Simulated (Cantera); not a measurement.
A closed system holds: 1 mol SiH₄, 0.18 mol Cl₂, a varied amount of N₂, held at 1127 °C and 1.00 mbar.

Cantera equilibrium calculation (NASA polynomials, part measured and part estimated; ideal gas, pure solids and liquids). Candidate condensed phases: NH₄Cl, Si, Si₃N₄; 28 gas species. N₂ is the only nitrogen source here; it is nearly inert below about 1500 K, so the nitride shown seldom forms there in practice. Kinetics and transport are ignored.

At 100 mol N₂, list the 5 most abundant gas species with their mole fractions, and the condensed phases.

N₂ 0.979, H₂ 0.0180, HCl 0.00342, SiCl₂ 6.23e-5, H 2.06e-5. Condensed: Si₃N₄(s).
